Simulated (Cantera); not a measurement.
Cantera run:

```python
import numpy as np
import cantera as ct

gas_names = [...]  # 151 gases of nasa_gas.yaml made of C, H, N, O, Si
cond_names = """
    C(gr) C6H6(L) C7H8(L) C8H18(L),n-octa H2O(s) H2O(L) Si(cr) Si(L) SiC(b) SiO2(Lqz) SiO2(hqz) SiO2(L)
    Si2N2O(s) Si3N4(a)
""".split()


# ... load() reads the species with a 1 bar reference pressure and builds the phases ...
atoms = {
    'SiC': {'Si': 1, 'C': 1},
    'H2O': {'H': 2, 'O': 1},
    'N2': {'N': 2},
    'CO2': {'C': 1, 'O': 2},
}
top_T = {'C(gr)': 4500, 'SiC(b)': 3050, 'Si2N2O(s)': 2100, 'Si3N4(a)': 2400}  # K; cautious upper limits of use, not melting points


# ... equilibrate(T, P, feed) seeds the gas with the atoms and calls Mixture.equilibrate('TP', solver="vcs", rtol=1e-11, max_steps=5000) ...
results = []
feed = {'SiC': 1, 'H2O': 0.28, 'N2': 480, 'CO2': 0.42}  # mol
P = 1000  # Pa
for T in [975, 1075, 1175, 1275, 1375, 1475, 1575, 1675, 1775, 1875]:
    mix = equilibrate(T, P, feed)
    results.append((T, P, feed, dict(zip(mix.species_names, mix.species_moles))))

top = {s: max(r[3][s] / sum(r[3][g] for g in gas_names) for r in results) for s in gas_names}
cols = sorted((s for s in top if top[s] > 1e-06), key=lambda s: -top[s])[:6]
seen = [c for c in cond_names if any(r[3].get(c, 0) > 1e-12 for r in results)]
print("log10 of partial pressures in bar; condensed amounts in mol")
print(f"{'T/K':>10s}" + "".join(f"{s[:9]:>10s}" for s in cols + seen))
for T, P, feed, n in results:
    ng = sum(n[g] for g in gas_names)
    print(f"{T:10.4g}" + "".join(f"{np.log10(max(n[s] / ng * P / 1e5, 1e-99)):10.3f}" for s in cols)
          + "".join(f"{n.get(c, 0):10.4g}" for c in seen))
```

Result:

```
log10 of partial pressures in bar; condensed amounts in mol
       T/K        N2        CO       SiO        H2        Si         H     C(gr)    SiC(b) Si2N2O(s)
       975    -2.001    -4.889   -14.767    -5.234   -25.545   -11.559       0.8         0       0.5
      1075    -2.001    -4.889   -12.670    -5.235   -21.250   -10.451    0.7998         0       0.5
      1175    -2.001    -4.889   -10.936    -5.235   -17.692    -9.529    0.7993         0       0.5
      1275    -2.001    -4.889    -9.478    -5.236   -14.699    -8.750    0.7981         0       0.5
      1375    -2.001    -4.889    -8.237    -5.238   -12.146    -8.084    0.7954         0    0.4999
      1475    -2.001    -4.736    -6.957    -5.240   -10.154    -7.507         0    0.5314    0.2317
      1575    -2.001    -4.748    -5.780    -5.241    -8.484    -7.002         0    0.5576    0.1812
      1675    -2.001    -4.796    -5.138    -5.249    -7.193    -6.559         0    0.6466         0
      1775    -2.001    -4.792    -5.149    -5.267    -6.362    -6.172         0     0.635         0
      1875    -2.001    -4.768    -5.207    -5.306    -5.655    -5.836         0    0.5838         0
```

Equilibrium computed with Cantera from the NASA thermochemical tables; the gas is ideal and each condensed phase is pure. N2 is the only nitrogen source here; it is nearly inert below about 1500 K, so the nitride shown seldom forms there in practice. Mutual solubility and eutectic melting of coexisting phases are not modelled.
